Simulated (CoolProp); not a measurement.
Values from CoolProp's reference Helmholtz-energy equation of state, Penoncello 2003.

Task: For CHF3 (R23), give the phase and the cv (kJ/(kg K)), speed of sound (m/s), fugacity coefficient at 475 K and 223 bar.

Result: 
- 475 K and 223 bar: supercritical; cv 0.910, speed of sound 279, fugacity coefficient 0.803
